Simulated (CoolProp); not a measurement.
Saturation properties of nitrogen (Tc = -147.0 °C, pc = 33.96 bar, ω = 0.037).

Values from CoolProp's reference Helmholtz-energy equation of state, Span 2000.

| T (°C) | p (bar) | enthalpy of vaporisation (kJ/kg) | liquid cp (kJ/(kg K)) | vapour Z | liquid viscosity (µPa s) |
|---|---|---|---|---|---|
| -187.75 | 2.378 | 187.9 | 2.094 | 0.9213 | 120 |
| -185.05 | 3.052 | 183.6 | 2.120 | 0.9064 | 109 |
| -182.25 | 3.890 | 178.9 | 2.152 | 0.8892 | … |
| -179.45 | 4.885 | 173.9 | … | 0.8702 | 91.6 |
| -176.65 | 6.054 | 168.4 | 2.240 | 0.8493 | 84.1 |
| -173.85 | 7.412 | 162.5 | 2.301 | 0.8265 | 77.3 |
| -171.05 | 8.976 | 156.1 | 2.377 | 0.8015 | 71.2 |
| -168.25 | 10.76 | 149.1 | 2.475 | 0.7742 | 65.5 |
| -165.45 | 12.80 | 141.3 | 2.604 | 0.7443 | 60.2 |
| -162.65 | … | 132.7 | … | 0.7113 | … |

### Question
Fill in the missing entries.

### Answer

- -182.25, liquid viscosity (µPa s): 99.9
- -179.45, liquid cp (kJ/(kg K)): 2.191
- -162.65, p (bar): 15.09
- -162.65, liquid cp (kJ/(kg K)): 2.779
- -162.65, liquid viscosity (µPa s): 55.1

It boils at -195.8 °C under 1 atm.

Viscosity comes from a separate model (Lemmon 2004).
